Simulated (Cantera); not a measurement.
Charge: 1 mol CH4, 0.018 mol NH3, 5 mol H2, at 1275 K and 5.00 bar.

Method: chemical equilibrium by Gibbs-energy minimisation in Cantera with the NASA 1993 tables (ideal gas, pure condensed phases). The numbers say what is thermodynamically allowed, not how fast it happens.

```json
[
 {"species": "H2", "before": "0.956", "after": "0.990"},
 {"species": "CH4", "before": "0.0424", "after": "0.00908"},
 {"species": "N2", "before": "0.00132", "after": "0.00129"},
 {"species": "NH3", "before": "2.33e-5", "after": "4.85e-6"},
 {"species": "C(graphite), mol", "before": "0.714", "after": "0.937"}
]
```
Gas species are given as mole fractions.

Q: Which change was made?
A. pressure from 5.00 bar to 1.00 bar
B. NH3 from 0.018 to 0.97 mol
C. temperature from 1275 K to 2448 K
D. NH3 from 0.018 to 2.7 mol

A: A, pressure from 5.00 bar to 1.00 bar
